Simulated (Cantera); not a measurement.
Feed: 1 mol AlCl3, 0.26 mol H2O, 16 mol H2, equilibrated at 13300 Pa.

These are equilibrium values from Cantera (NASA tables, ideal gas, pure condensed phases), not measurements of a reactor. Candidate condensed phases: Al, AlCl3, Al2O3, H2O; 29 gas species. The tables' values for AlCl2 are old estimates; treat these amounts as uncertain. Rates play no part.

x: gas mole fraction; n: condensed amount in mol.

```
T (K)   x H2   x HCl      x AlCl     x AlCl3  x AlCl2         x H       x H2O  n Al2O3(s)
-----  -----  ------  ----------  ----------  -------  ----------  ----------  ----------
1625   0.890  0.0628      0.0126      0.0262  0.00808    0.000182     7.33e-6      0.0866
1675   0.882  0.0712      0.0165      0.0212  0.00898    0.000299     1.35e-5      0.0866
1725   0.874  0.0795      0.0204      0.0165  0.00949    0.000475     2.45e-5      0.0865
1775   0.866  0.0871  (withheld)  (withheld)  0.00959  (withheld)  (withheld)      0.0864
1825   0.859  0.0938  (withheld)  (withheld)  0.00931  (withheld)  (withheld)      0.0862
1875   0.853  0.0993      0.0310     0.00627  0.00872     0.00166    0.000127      0.0858
1925   0.848   0.104      0.0337     0.00429  0.00796     0.00241    0.000209      0.0853
1975   0.843   0.107      0.0359     0.00289  0.00711     0.00344    0.000337      0.0844
2025   0.839   0.109      0.0377     0.00193  0.00627     0.00483    0.000532      0.0831
```

Task: Fill in the missing entries.

Result: 
- 1775, x AlCl: 0.0243
- 1775, x AlCl3: 0.0124
- 1775, x H: 0.000738
- 1775, x H2O: 4.34e-5
- 1825, x AlCl: 0.0279
- 1825, x AlCl3: 0.00896
- 1825, x H: 0.00112
- 1825, x H2O: 7.51e-5
